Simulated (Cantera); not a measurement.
What does this Cantera script print?

```python
import numpy as np
import cantera as ct

gas = ct.Solution("gri30.yaml")
gas.TPX = 1625, 13332, {'C2H4': 1, 'H2': 6.7}
inlet = ct.Reservoir(gas, clone=True)

reactor = ct.IdealGasConstPressureReactor(gas, energy="off", clone=False)
exhaust = ct.Reservoir(gas, clone=True)
tau = [0.78, 0.36, 0.17, 0.078, 0.036, 0.017, 0.0077, 0.0036, 0.0017][0]
for a, b in ((inlet, reactor), (reactor, exhaust)):
    ct.MassFlowController(a, b, mdot=lambda t: reactor.mass / tau)
net = ct.ReactorNet([reactor])
show = ['C2H4', 'H2', 'C2H2', 'CH2', 'H']

rows = []
print(f"{'tau/s':>10s}{'T/K':>9s}" + "".join(f"{s:>11s}" for s in show))
for tau in [0.78, 0.36, 0.17, 0.078, 0.036, 0.017, 0.0077, 0.0036, 0.0017]:
    net.initial_time = 0.0
    net.advance(30 * tau)
    before = gas.X
    net.advance(40 * tau)
    drift = np.max(np.abs(gas.X - before) / (gas.X + 1e-9))
    rows.append([gas.T, *gas[show].X, drift])
    print(f"{tau:10.3e}{gas.T:9.1f}" + "".join(f"{x:11.3e}" for x in gas[show].X))
```

Output:

```
     tau/s      T/K       C2H4         H2       C2H2        CH2          H
 7.800e-01   1625.0  1.769e-03  8.834e-01  1.125e-01  1.642e-09  1.666e-04
 3.600e-01   1625.0  2.609e-03  8.838e-01  1.121e-01  8.825e-10  1.454e-04
 1.700e-01   1625.0  4.784e-03  8.839e-01  1.104e-01  5.943e-10  1.153e-04
 7.800e-02   1625.0  1.078e-02  8.834e-01  1.052e-01  6.252e-10  8.395e-05
 3.600e-02   1625.0  2.422e-02  8.819e-01  9.332e-02  9.022e-10  6.204e-05
 1.700e-02   1625.0  4.632e-02  8.795e-01  7.380e-02  1.323e-09  4.919e-05
 7.700e-03   1625.0  7.520e-02  8.763e-01  4.829e-02  1.742e-09  4.023e-05
 3.600e-03   1625.0  9.995e-02  8.735e-01  2.642e-02  1.845e-09  3.212e-05
 1.700e-03   1625.0  1.163e-01  8.716e-01  1.195e-02  1.453e-09  2.178e-05
```

Detailed kinetics in Cantera: GRI-Mech 3.0 (53 species, 325 reactions). GRI-Mech 3.0 was tuned for natural gas; its chemistry of ethylene as a main component is partial and can be far from experiment. GRI-Mech 3.0 stops at C3 and has no aromatics, soot or wall deposition, so with more carbon than oxygen in the feed, carbon stays in small species such as C2H2 where larger ones or solid carbon would form.
